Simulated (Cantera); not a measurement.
## Thermodynamics of silicon nitride deposition, feed trisilylamine + N2

Input: 1 mol trisilylamine, a varied amount of N2, held at 17.0 mbar.

Method: chemical equilibrium by Gibbs-energy minimisation in Cantera with the NASA 1993 tables (ideal gas, pure condensed phases). Candidate condensed phases: Si, Si3N4; 18 gas species. The feed counts by its element totals alone. Mutual solubility and eutectic melting of coexisting phases are not modelled. Equilibrium is a limit: real reactors are often held back by kinetics, nucleation or transport.

Stable condensed phases:

```
T in K \ n(N2) in mol
         5.2 7.5  11  15  22  32  45  65  94
   1923    A   A   A   A   A   A   A   A   A
   1823    A   A   A   B   C   C   C   C   C
   1723    C   C   C   C   C   C   C   C   C
   1623    C   C   C   C   C   C   C   C   C
   1523    C   C   C   C   C   C   C   C   C
   1423    C   C   C   C   C   C   C   C   C
   1323    C   C   C   C   C   C   C   C   C
   1223    C   C   C   C   C   C   C   C   C
   1123    C   C   C   C   C   C   C   C   C
   1023    C   C   C   C   C   C   C   C   C
    923    C   C   C   C   C   C   C   C   C
```

A: Si; B: Si + Si3N4; C: Si3N4.
